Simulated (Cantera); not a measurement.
Input (Python, Cantera) and output of one run.

```python
import numpy as np
import cantera as ct

gas_names = [...]  # 109 gases of nasa_gas.yaml made of C, Cl, H, Si
cond_names = """
    C(gr) C6H6(L) C7H8(L) C8H18(L),n-octa Si(cr) Si(L) SiC(b)
""".split()


# ... load() reads the species with a 1 bar reference pressure and builds the phases ...
atoms = {
    'SiH2Cl2': {'Si': 1, 'H': 2, 'CL': 2},
    'C2H2': {'C': 2, 'H': 2},
    'H2': {'H': 2},
    'C3H8': {'C': 3, 'H': 8},
}
top_T = {'C(gr)': 4500, 'SiC(b)': 3050}  # K; cautious upper limits of use, not melting points


# ... equilibrate(T, P, feed) seeds the gas with the atoms and calls Mixture.equilibrate('TP', solver="gibbs", rtol=1e-10, max_steps=50000) ...
results = []
feed = {'SiH2Cl2': 1, 'C2H2': 0.14, 'H2': 430, 'C3H8': 0.077}  # mol
P = 84000  # Pa
for T in [1000, 1100, 1200, 1300, 1400, 1500, 1600, 1700, 1800, 1900, 2000, 2100, 2200]:
    mix = equilibrate(T, P, feed)
    results.append((T, P, feed, dict(zip(mix.species_names, mix.species_moles))))

top = {s: max(r[3][s] / sum(r[3][g] for g in gas_names) for r in results) for s in gas_names}
cols = sorted((s for s in top if top[s] > 1e-05), key=lambda s: -top[s])[:8]
seen = [c for c in cond_names if any(r[3].get(c, 0) > 1e-12 for r in results)]
print("log10 of partial pressures in bar; condensed amounts in mol")
print(f"{'T/K':>10s}" + "".join(f"{s[:9]:>10s}" for s in cols + seen))
for T, P, feed, n in results:
    ng = sum(n[g] for g in gas_names)
    print(f"{T:10.4g}" + "".join(f"{np.log10(max(n[s] / ng * P / 1e5, 1e-99)):10.3f}" for s in cols)
          + "".join(f"{n.get(c, 0):10.4g}" for c in seen))
```

Output:

```
log10 of partial pressures in bar; condensed amounts in mol
       T/K        H2         H       HCL        Si    SiHCL3      SiH2       SiH     SiCL4    Si(cr)     Si(L)    SiC(b)
      1000    -0.077    -8.683    -2.683   -15.751    -3.454   -10.105   -13.947    -3.907      0.19         0    0.4976
      1100    -0.078    -7.626    -2.496   -13.626    -3.908    -8.958   -12.186    -4.495    0.3702         0    0.4998
      1200    -0.078    -6.744    -2.437   -11.858    -4.576    -8.003   -10.720    -5.370    0.4473         0    0.5014
      1300    -0.078    -5.995    -2.426   -10.364    -5.252    -7.194    -9.483    -6.258     0.464         0    0.5026
      1400    -0.078    -5.352    -2.424    -9.085    -5.853    -6.502    -8.425    -7.049     0.466         0    0.5035
      1500    -0.078    -4.793    -2.424    -7.978    -6.377    -5.902    -7.510    -7.739    0.4645         0    0.5043
      1600    -0.078    -4.304    -2.424    -7.011    -6.837    -5.378    -6.712    -8.343     0.461         0    0.5048
      1700    -0.078    -3.871    -2.425    -6.168    -7.250    -4.926    -6.018    -8.884         0    0.4552    0.5051
      1800    -0.078    -3.485    -2.423    -5.498    -7.688    -4.602    -5.480    -9.432         0    0.4508    0.5042
      1900    -0.078    -3.139    -2.422    -4.899    -8.080    -4.312    -5.000    -9.924         0    0.4341    0.5028
      2000    -0.079    -2.828    -2.422    -4.361    -8.433    -4.053    -4.569   -10.367         0    0.3917    0.4997
      2100    -0.079    -2.546    -2.422    -3.875    -8.754    -3.818    -4.180   -10.770         0    0.2949    0.4907
      2200    -0.081    -2.290    -2.424    -3.433    -9.048    -3.606    -3.828   -11.139         0   0.08397    0.4628
```

Equilibrium computed with Cantera from the NASA thermochemical tables; the gas is ideal and each condensed phase is pure. Mutual solubility and eutectic melting of coexisting phases are not modelled. The tables' values for SiCl are old estimates; treat these amounts as uncertain. Gases not in the tables: Si2H6 and higher silanes.
